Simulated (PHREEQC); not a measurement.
# Sulfide liquor: an equilibrium model

Dissolve 12 mmol/kgw H2S and 18 mmol/kgw ZnCl2 at 20 °C. Closed to the air; pH follows from the charge balance.

All values are PHREEQC results (ion-association model, phreeqc.dat), not measurements.

| Item | Result |
|---|---|
| pH | 2.09 |
| ionic strength | 0.0483 mol/kgw |
| specific conductance | 5610 µS/cm |

| species | molality | activity | log γ |
|---|---|---|---|
| Cl- | 0.0355 | 0.0290 | -0.087 |
| Zn+2 | 0.0128 | 0.00602 | -0.327 |
| H+ | 0.00951 | 0.00814 | -0.067 |
| Zn(HS)2 | 0.00475 | 0.00481 | 0.005 |
| H2S | 0.00249 | 0.00252 | 0.005 |
| ZnCl+ | 0.000459 | 0.000376 | -0.086 |
| ZnCl2 | 1.11e-5 | 1.12e-5 | 0.005 |
| ZnCl3- | 4.32e-7 | 3.54e-7 | -0.086 |
| HS- | 3.71e-8 | 3.03e-8 | -0.089 |

This is a speciation only: nothing precipitates in the calculation. Saturation is exceeded, for instance for Sphalerite (slow to form); the values hold only as long as no solid forms.
